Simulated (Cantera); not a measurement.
Feed: 1 mol Al₂O₃, 1.4 mol H₂O, 0.58 mol N₂, equilibrated at 600 °C and 0.200 bar.

Method: chemical equilibrium by Gibbs-energy minimisation in Cantera with the NASA 1993 tables (ideal gas, pure condensed phases). Candidate condensed phases: Al, AlN, Al₂O₃, H₂O; 35 gas species. Equilibrium is a limit: real reactors are often held back by kinetics, nucleation or transport.

Base state: H₂O 0.707, N₂ 0.293 (mole fractions); condensed: Al₂O₃(s).

Problem. What changes in the equilibrium state with this change: Al₂O₃ replaced by Si?

Solution. 
| species | before | after |
|---|---|---|
| H₂ | 1.92e-8 | 0.786 |
| N₂ | 0.293 | 0.213 |
| NH₃ | <1e-9 | 9.76e-5 |
| H₂O | 0.707 | 1.96e-5 |
| Al₂O₃(s), mol | 1.00 | 0 |
| SiO₂(β-quartz), mol | 0 | 0.600 |
| Si₂N₂O(s), mol | 0 | 0.200 |
N₂ is the only nitrogen source here; it is nearly inert below about 1500 K, so the nitride shown seldom forms there in practice. Further candidate phases: Si, SiO₂, Si₂N₂O, Si₃N₄.
